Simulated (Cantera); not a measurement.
Transport properties of process gases

Gas mixture: CO2 : C2H2 = 0.56 : 0.58 (molar parts), at 101000 Pa, frozen composition.

Cantera's kinetic-theory transport with the Lennard-Jones parameters of GRI-Mech 3.0, ideal gas; thermal conductivity in the mixture-averaged form. The composition is frozen, though it would react at the higher temperatures.

```csv
T (K),ρ (kg/m³),cp (J/kg/K),μ (µPa s),λ (mW/m/K),Pr,D (cm²/s) CH4,D (cm²/s) CO2,D (cm²/s) N2
400,1.06,1315,16.9,30.2,0.735,0.297,0.212,0.273
550,0.773,1474,22.1,44.1,0.737,0.525,0.380,0.479
700,0.607,1588,26.6,57.4,0.736,0.800,0.584,0.726
850,0.500,1679,30.8,70.2,0.736,1.12,0.821,1.01
1000,0.425,1756,34.6,82.4,0.737,1.47,1.09,1.33
1150,0.369,1820,38.1,94.1,0.737,1.87,1.38,1.68
```
D: mixture-averaged diffusion coefficient of that species in the mixture.
